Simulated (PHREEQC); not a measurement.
PHREEQC input (ion-association model, wateq4f.dat):

```
SOLUTION_MASTER_SPECIES
  An  An-  0  An  62.0  # stands for a non-complexing anion
SOLUTION_SPECIES
  An- = An-
    -log_k 0
    -gamma 3.0 0
PHASES
  Fix_H+
    H+ = H+
    -log_k 0
SOLUTION 1
  temp 25
  units mmol/kgw
  pH 7 charge
  S(6) 0.0052
  Ag 0.0104
  Na 10
  An 10
END
SELECTED_OUTPUT 1
  -reset false
  -pH true
  -pe true
  -ionic_strength true
  -water true
  -totals Ag Na S S(-2) S(6)
  -molalities Hfo_wOH Hfo_wOH2+ Hfo_wO- Hfo_sOH Hfo_sOH2+ Hfo_sO- Hfo_sOAg Hfo_wOAg Hfo_wSO4- Hfo_wOHSO4-2
  -saturation_indices Ag2O Ag2SO4 Mirabilite
USER_PUNCH 1
  -headings sigma psi
  10 PUNCH EDL("sigma", "Hfo"), EDL("psi", "Hfo")
PRINT
  -reset false
USE solution 1
SURFACE 1
  Hfo_wOH 0.00058427 600 0.26
  Hfo_sOH 1.46067e-05
EQUILIBRIUM_PHASES 1
  Fix_H+ -3 HAn 10
    -force_equality true
  O2(g) -0.68 10
END
# ... the last block is repeated for the other 12 points of pH, with NaOH or the acid as the point needs
```

Selected output (columns that matter, 13 of 13 rows; pH added in front):

```
pH	mu	Ag	Na	S	m_Hfo_wOH	m_Hfo_wOH2+	m_Hfo_wO-	m_Hfo_sOH	m_Hfo_sOH2+	m_Hfo_sO-	si_Ag2O	si_Mirabilite	sigma	psi
3	0.011369	1.04e-05	0.01	6.4356e-10	6.8431e-05	0.00051043	2.1017e-07	1.7261e-06	1.2875e-05	5.3014e-09	-16.641	-12.401	0.31966	0.20216
3.5	0.010576	1.0398e-05	0.01	9.1544e-10	0.00014259	0.00043541	1.0698e-06	3.5963e-06	1.0981e-05	2.698e-08	-15.638	-12.22	0.27095	0.19552
4	0.010292	1.039e-05	0.01	1.9949e-09	0.00022841	0.00034722	3.442e-06	5.7574e-06	8.7523e-06	8.6762e-08	-14.638	-11.872	0.21296	0.18386
4.5	0.010172	1.0356e-05	0.01	5.9076e-09	0.00030584	0.00026515	8.0816e-06	7.6917e-06	6.6685e-06	2.0325e-07	-13.64	-11.398	0.15756	0.16871
5	0.010111	1.0238e-05	0.01	2.211e-08	0.00036442	0.00019941	1.5257e-05	9.0915e-06	4.9747e-06	3.8063e-07	-12.65	-10.823	0.11103	0.15096
5.5	0.010074	9.8691e-06	0.01	1.0002e-07	0.00040287	0.0001518	2.4493e-05	9.7951e-06	3.6909e-06	5.9551e-07	-11.682	-10.167	0.074854	0.13096
6	0.010049	8.9079e-06	0.01	5.0554e-07	0.00042533	0.00011957	3.4658e-05	9.6371e-06	2.7093e-06	7.8529e-07	-10.771	-9.4629	0.048267	0.10891
6.5	0.010033	7.0733e-06	0.01	2.0988e-06	0.00043827	9.7904e-05	4.4946e-05	8.5406e-06	1.9078e-06	8.7586e-07	-9.9707	-8.8445	0.029752	0.085241
7	0.010023	4.7193e-06	0.01	4.2972e-06	0.00044537	8.3433e-05	5.4465e-05	6.8882e-06	1.2904e-06	8.4236e-07	-9.3222	-8.5332	0.017126	0.060185
7.5	0.010014	2.6156e-06	0.01	5.0666e-06	0.00044777	7.4797e-05	6.1407e-05	5.3594e-06	8.9526e-07	7.35e-07	-8.8348	-8.4615	0.0082226	0.033551
8	0.010015	1.2014e-06	0.010008	5.184e-06	0.00044829	6.8991e-05	6.6731e-05	4.3381e-06	6.6763e-07	6.4576e-07	-8.5106	-8.4509	0.0013924	0.0060793
8.5	0.010023	4.6523e-07	0.010022	5.1981e-06	0.00044809	6.3882e-05	7.2002e-05	3.8134e-06	5.4366e-07	6.1276e-07	-8.3349	-8.4486	-0.0050677	-0.021534
9	0.010037	1.6079e-07	0.010042	5.1998e-06	0.00044705	5.8107e-05	7.8791e-05	3.5921e-06	4.669e-07	6.3309e-07	-8.2583	-8.4469	-0.012897	-0.048737
```

Complexes and solids missing from the database can't appear. The oxide is taken as insoluble; below pH 4 it would dissolve.
